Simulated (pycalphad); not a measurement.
CALPHAD calculation (pycalphad, COST 507 light-alloy database (1999)), 1 atm. The data set is of 1999 and partly superseded. Amounts are mole fractions of atoms.

Q: Give the equilibrium state of Hf-2.688C (wt.%) at 1927 °C.

A: 
```
T = 2200.00 K, P = 101325 Pa, N = 1 mol of atoms
G = -202632 J/mol, H = -18052 J/mol, S = 83.90 J/(mol K)  (SER reference)
chemical potentials (J/mol): Hf -171709, C -277974
phase             fraction      x(Hf)       x(C)
FCC_A1              0.7817     0.6517     0.3483
HCP_A3              0.2183     0.9141     0.0859
```

Q: Give the equilibrium state of Hf-2.688C (wt.%) at 2427 °C.

A: 
```
T = 2700.00 K, P = 101325 Pa, N = 1 mol of atoms
G = -246632 J/mol, H = 5115 J/mol, S = 93.24 J/(mol K)  (SER reference)
chemical potentials (J/mol): Hf -229278, C -288914
phase             fraction      x(Hf)       x(C)
FCC_A1              0.8320     0.6631     0.3369
LIQUID              0.1680     0.9363     0.0637
```

FCC_A1 is fcc; HCP_A3 is hcp. The fcc model also describes the rock-salt carbide or nitride (TiC, TiN, HfC).
